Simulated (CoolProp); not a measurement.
Properties of CF4 (R14) along the isotherm 226.85 °C (Tc = -45.8 °C, pc = 3.762 MPa, ω = 0.178).

Model: reference Helmholtz-energy equation of state, Platzer 1990, in CoolProp. This equation is an older, rougher fit.

```json
[
 {"p (MPa)": "0.00595", "phase": "gas", "density (kg/m³)": "0.1260", "isothermal compressibility (1/MPa)": "168.1", "viscosity (µPa s)": "26.2", "fugacity coefficient": "1.000"},
 {"p (MPa)": "0.01", "phase": "gas", "density (kg/m³)": "0.2117", "isothermal compressibility (1/MPa)": "100.00", "viscosity (µPa s)": "26.2", "fugacity coefficient": "1.000"},
 {"p (MPa)": "0.0169", "phase": "gas", "density (kg/m³)": "0.3578", "isothermal compressibility (1/MPa)": "59.17", "viscosity (µPa s)": "26.2", "fugacity coefficient": "1.000"},
 {"p (MPa)": "0.0286", "phase": "gas", "density (kg/m³)": "0.6054", "isothermal compressibility (1/MPa)": "34.96", "viscosity (µPa s)": "26.2", "fugacity coefficient": "1.000"},
 {"p (MPa)": "0.0483", "phase": "gas", "density (kg/m³)": "1.022", "isothermal compressibility (1/MPa)": "20.70", "viscosity (µPa s)": "26.2", "fugacity coefficient": "1.000"},
 {"p (MPa)": "0.0814", "phase": "gas", "density (kg/m³)": "1.723", "isothermal compressibility (1/MPa)": "12.28", "viscosity (µPa s)": "26.2", "fugacity coefficient": "1.000"},
 {"p (MPa)": "0.137", "phase": "gas", "density (kg/m³)": "2.900", "isothermal compressibility (1/MPa)": "7.298", "viscosity (µPa s)": "26.2", "fugacity coefficient": "1.000"},
 {"p (MPa)": "0.232", "phase": "gas", "density (kg/m³)": "4.910", "isothermal compressibility (1/MPa)": "4.310", "viscosity (µPa s)": "26.2", "fugacity coefficient": "1.000"},
 {"p (MPa)": "0.391", "phase": "gas", "density (kg/m³)": "8.274", "isothermal compressibility (1/MPa)": "2.557", "viscosity (µPa s)": "26.3", "fugacity coefficient": "1.000"},
 {"p (MPa)": "0.661", "phase": "gas", "density (kg/m³)": "13.99", "isothermal compressibility (1/MPa)": "1.512", "viscosity (µPa s)": "26.3", "fugacity coefficient": "1.001"},
 {"p (MPa)": "1.11", "phase": "gas", "density (kg/m³)": "23.48", "isothermal compressibility (1/MPa)": "0.9000", "viscosity (µPa s)": "26.4", "fugacity coefficient": "1.001"},
 {"p (MPa)": "1.88", "phase": "gas", "density (kg/m³)": "39.73", "isothermal compressibility (1/MPa)": "0.5310", "viscosity (µPa s)": "26.5", "fugacity coefficient": "1.002"}
]
```

Viscosity comes from a separate model (Huber 2003), an estimate that may be off by 10 % or more.
